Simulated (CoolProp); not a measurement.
Vapour pressure (bar) of methanol: the reference equation beside estimates from Tc = 513.4 K, pc = 82.16 bar, ω = 0.565. Clausius-Clapeyron is anchored at 363.7 K with a constant enthalpy of vaporisation of 33.49 kJ/mol.

Values from CoolProp's reference Helmholtz-energy equation of state, de Reuck 1993.

```json
[
 {"T (K)": "363.7", "reference": "2.605", "Lee-Kesler": "2.604", "Clausius-Clapeyron": "2.605", "van der Waals": "17.50", "Redlich-Kwong": "7.942", "Peng-Robinson": "2.641"},
 {"T (K)": "376.1", "reference": "3.878", "Lee-Kesler": "3.921", "Clausius-Clapeyron": "3.753", "van der Waals": "20.69", "Redlich-Kwong": "10.43", "Peng-Robinson": "3.957"},
 {"T (K)": "388.4", "reference": "5.599", "Lee-Kesler": "?", "Clausius-Clapeyron": "5.268", "van der Waals": "24.20", "Redlich-Kwong": "13.40", "Peng-Robinson": "?"},
 {"T (K)": "400.8", "reference": "7.906", "Lee-Kesler": "8.073", "Clausius-Clapeyron": "7.261", "van der Waals": "28.11", "Redlich-Kwong": "16.94", "Peng-Robinson": "8.107"},
 {"T (K)": "413.2", "reference": "10.92", "Lee-Kesler": "11.15", "Clausius-Clapeyron": "9.817", "van der Waals": "?", "Redlich-Kwong": "21.09", "Peng-Robinson": "11.19"},
 {"T (K)": "425.5", "reference": "14.73", "Lee-Kesler": "15.02", "Clausius-Clapeyron": "13.01", "van der Waals": "37.02", "Redlich-Kwong": "25.85", "Peng-Robinson": "15.09"},
 {"T (K)": "437.9", "reference": "19.58", "Lee-Kesler": "19.89", "Clausius-Clapeyron": "17.01", "van der Waals": "42.09", "Redlich-Kwong": "31.34", "Peng-Robinson": "20.01"},
 {"T (K)": "450.3", "reference": "25.59", "Lee-Kesler": "25.88", "Clausius-Clapeyron": "21.92", "van der Waals": "47.58", "Redlich-Kwong": "37.57", "Peng-Robinson": "26.09"},
 {"T (K)": "462.6", "reference": "32.87", "Lee-Kesler": "33.13", "Clausius-Clapeyron": "27.81", "van der Waals": "53.43", "Redlich-Kwong": "44.52", "Peng-Robinson": "?"}
]
```

Q: Fill in the missing entries.

A: 
- 388.4, Lee-Kesler: 5.699
- 388.4, Peng-Robinson: 5.733
- 413.2, van der Waals: 32.39
- 462.6, Peng-Robinson: 33.44

Absolute difference from the reference over all 9 rows, mean and median: Lee-Kesler 1.4 and 1.6 %, Clausius-Clapeyron 9.1 and 10.1 %, van der Waals 244.9 and 196.6 %, Redlich-Kwong 104.3 and 93.1 %, Peng-Robinson 2.1 and 2.2 %.
